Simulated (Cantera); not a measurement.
An adiabatic, constant-volume homogeneous reactor starts with CH4 : C2H6 : C3H8 : O2 : N2 = 1 : 0.15 : 0.23 : 7.5 : 28.2 (molar parts), equivalence ratio 0.49, at 1523 K and 2180 Torr. Integrator tolerance rtol = 1e-08.

Model: GRI-Mech 3.0 (53 species, 325 reactions), integrated in Cantera. GRI-Mech 3.0 was tuned for natural gas; its chemistry of propane as a main component is partial and can be far from experiment.

What does this change do: initial temperature 1523 to 1200 K?


```csv
quantity,before,after
time of steepest temperature rise,40.2 µs,1.64 ms
temperature at 3.00 s,2631 K,2431 K
equilibrium temperature,2631 K,2431 K
x(CH4) at 3.00 s,<1e-12 (gas-phase equilibrium <1e-12),<1e-12 (gas-phase equilibrium <1e-12)
x(C2H6) at 3.00 s,<1e-12 (gas-phase equilibrium <1e-12),<1e-12 (gas-phase equilibrium <1e-12)
x(C3H8) at 3.00 s,<1e-12 (gas-phase equilibrium <1e-12),<1e-12 (gas-phase equilibrium <1e-12)
x(H2O) at 3.00 s,0.0825 (gas-phase equilibrium 0.0825),0.0864 (gas-phase equilibrium 0.0864)
x(H2) at 3.00 s,0.00132 (gas-phase equilibrium 0.00132),0.000490 (gas-phase equilibrium 0.000490)
x(CH2CO) at 3.00 s,<1e-12 (gas-phase equilibrium <1e-12),<1e-12 (gas-phase equilibrium <1e-12)
x(OH) at 3.00 s,0.0105 (gas-phase equilibrium 0.0105),0.00566 (gas-phase equilibrium 0.00566)
```

What does this change do: initial temperature 1523 to 998 K?


```csv
quantity,before,after
time of steepest temperature rise,40.2 µs,48.4 ms
temperature at 3.00 s,2631 K,2291 K
equilibrium temperature,2631 K,2291 K
x(CH4) at 3.00 s,<1e-12 (gas-phase equilibrium <1e-12),<1e-12 (gas-phase equilibrium <1e-12)
x(C2H6) at 3.00 s,<1e-12 (gas-phase equilibrium <1e-12),<1e-12 (gas-phase equilibrium <1e-12)
x(C3H8) at 3.00 s,<1e-12 (gas-phase equilibrium <1e-12),<1e-12 (gas-phase equilibrium <1e-12)
x(H2O) at 3.00 s,0.0825 (gas-phase equilibrium 0.0825),0.0880 (gas-phase equilibrium 0.0880)
x(H2) at 3.00 s,0.00132 (gas-phase equilibrium 0.00132),0.000217 (gas-phase equilibrium 0.000217)
x(CH2CO) at 3.00 s,<1e-12 (gas-phase equilibrium <1e-12),<1e-12 (gas-phase equilibrium <1e-12)
x(OH) at 3.00 s,0.0105 (gas-phase equilibrium 0.0105),0.00341 (gas-phase equilibrium 0.00341)
```
Below about 1000 K GRI-Mech 3.0 lacks low-temperature oxidation paths.

What does this change do: CH4 1 to 1.6 parts?


| quantity | before | after |
|---|---|---|
| time of steepest temperature rise | 40.2 µs | 50.2 µs |
| temperature at 3.00 s | 2631 K | 2808 K |
| equilibrium temperature | 2631 K | 2808 K |
| x(CH4) at 3.00 s | <1e-12 (gas-phase equilibrium <1e-12) | <1e-12 (gas-phase equilibrium <1e-12) |
| x(C2H6) at 3.00 s | <1e-12 (gas-phase equilibrium <1e-12) | <1e-12 (gas-phase equilibrium <1e-12) |
| x(C3H8) at 3.00 s | <1e-12 (gas-phase equilibrium <1e-12) | <1e-12 (gas-phase equilibrium <1e-12) |
| x(H2O) at 3.00 s | 0.0825 (gas-phase equilibrium 0.0825) | 0.105 (gas-phase equilibrium 0.105) |
| x(H2) at 3.00 s | 0.00132 (gas-phase equilibrium 0.00132) | 0.00409 (gas-phase equilibrium 0.00409) |
| x(CH2CO) at 3.00 s | <1e-12 (gas-phase equilibrium <1e-12) | <1e-12 (gas-phase equilibrium <1e-12) |
| x(OH) at 3.00 s | 0.0105 (gas-phase equilibrium 0.0105) | 0.0167 (gas-phase equilibrium 0.0167) |
